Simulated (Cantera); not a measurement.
A perfectly stirred reactor is fed with 10.3 % H2, 18.7 % O2, 71.0 % N2, at 113 Torr; it is held at 900 K, and followed from long to short residence time.

Cantera simulation using GRI-Mech 3.0 (53 species, 325 reactions); the numbers are that mechanism's predictions, not measurements. Below about 950 K walls govern HO2 and H2O2 in real vessels. The temperature is held fixed by assumption; the heat of reaction is taken as removed at once.

### Question
Predict: x(H2) at τ = 7.00 s; x(O2) at τ = 7.00 s; x(OH) at τ = 7.00 s; x(H2) at τ = 35.0 ms; x(O2) at τ = 35.0 ms; x(NO) at τ = 35.0 ms; x(OH) at τ = 35.0 ms.

### Answer
```json
{
 "x(H2) at τ = 7.00 s": "0.00164",
 "x(O2) at τ = 7.00 s": "0.144",
 "x(OH) at τ = 7.00 s": "4.69e-6",
 "x(H2) at τ = 35.0 ms": "0.0116",
 "x(O2) at τ = 35.0 ms": "0.148",
 "x(NO) at τ = 35.0 ms": "1.74e-8",
 "x(OH) at τ = 35.0 ms": "0.000121"
}
```
